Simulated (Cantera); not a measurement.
Reactions in the system C-S-Si

Cantera with NASA thermochemical tables; ideal gases at 1 bar, condensed phases pure. Values are per mole of reaction as written; species without (g) are pure solids or liquids, kept so even where they would boil at 1 bar.

4 S + SiC₂(g) = 2 CS₂(g) + Si(g)

```tsv
T (K)	ΔH° (kJ)	ΔS° (J/K)	ΔG° (kJ)	log10 K
400	57.3	248.4	-42.0	5.49
475	51.3	234.6	-60.1	6.61
550	44.8	222.0	-77.2	7.34
625	39.7	213.2	-93.5	7.82
700	35.9	207.4	-109.3	8.16
775	32.7	203.1	-124.7	8.40
850	29.3	198.9	-139.8	8.59
925	25.2	194.3	-154.5	8.73
1000	21.2	190.2	-168.9	8.82
1075	18.0	187.0	-183.1	8.90
```
